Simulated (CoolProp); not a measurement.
Saturated liquid density (kg/m³) of C3F8 (R218): the reference equation beside estimates from Tc = 345.0 K, pc = 2640 kPa, ω = 0.317. Rackett uses Z = 0.29056 − 0.08775 ω.

The numbers come from the reference Helmholtz-energy equation of state, Lemmon 2006 in CoolProp. It is a short technical equation, of lower accuracy than the large ones.

```csv
T (K),reference,Rackett,van der Waals,Redlich-Kwong,Soave-Redlich-Kwong
188.6,1787,1913,?,1634,1688
194.7,1765,1890,?,1613,1671
200.8,1744,1867,?,1592,1652
206.9,?,1843,1067,1571,?
213,?,1819,1054,1548,1613
219.1,1677,1794,1040,1525,1592
225.2,1654,1769,1027,1501,1570
231.3,1631,1743,1013,1476,1547
237.4,1607,?,997.9,?,1523
```

Question: What belongs in the gaps?

Answer: 
- 188.6, van der Waals: 1104
- 194.7, van der Waals: 1092
- 200.8, van der Waals: 1080
- 206.9, reference: 1722
- 206.9, Soave-Redlich-Kwong: 1633
- 213, reference: 1700
- 237.4, Rackett: 1717
- 237.4, Redlich-Kwong: 1450

Absolute difference from the reference over all 9 rows, mean and median: Rackett 7.0 and 7.0 %, van der Waals 38.0 and 38.0 %, Redlich-Kwong 9.0 and 8.9 %, Soave-Redlich-Kwong 5.2 and 5.2 %.
